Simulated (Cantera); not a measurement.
Input: 1 mol c-C4F8, 4.9 mol H2, 0.64 mol HCl, at 0.0133 bar.

Cantera equilibrium calculation (NASA polynomials, part measured and part estimated; ideal gas, pure solids and liquids). Candidate condensed phases: C, C6H6, C7H8, C8H18; 118 gas species. The feed counts by its element totals alone. Kinetics and transport are ignored.

Task: What share of the C ends up in condensed phases as a function of T (K), at 2448, 2498, 2548, 2598, 2648, 2698, 2748, 2798, 2848?

Result: 
```tsv
T (K)	C condensed (%)	as
2448	99.6	C(graphite)
2498	99.5	C(graphite)
2548	99.4	C(graphite)
2598	99.2	C(graphite)
2648	99.0	C(graphite)
2698	98.5	C(graphite)
2748	97.8	C(graphite)
2798	96.6	C(graphite)
2848	94.5	C(graphite)
```
